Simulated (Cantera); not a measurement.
Charge: 1 mol BF3, 1.5 mol O2, 16 mol N2, held at 1627 °C and 66.0 Torr.

Cantera equilibrium calculation (NASA polynomials, part measured and part estimated; ideal gas, pure solids and liquids). Candidate condensed phases: B, BN, B2O3; 31 gas species. The numbers say what is thermodynamically allowed, not how fast it happens.

Base state: N2 0.862, O2 0.0787, BF3 0.0533, NO 0.00367, F 0.00131, BOF 0.000649, O 0.000282, BOF2 1.49e-5 (mole fractions); condensed: gas only.

What changes in the equilibrium state with this change: temperature from 1627 °C to 2027 °C?


| species | before | after |
|---|---|---|
| N2 | 0.862 | 0.848 |
| O2 | 0.0787 | 0.0690 |
| BF3 | 0.0533 | 0.0452 |
| F | 0.00131 | 0.0161 |
| BF2 | 4.68e-7 | 3.19e-5 |
| O | 0.000282 | 0.00440 |
| BOF | 0.000649 | 0.00800 |
| BOF2 | 1.49e-5 | 6.80e-5 |
| NO | 0.00367 | 0.00933 |
The tables' values for BF2 are old estimates; treat these amounts as uncertain.
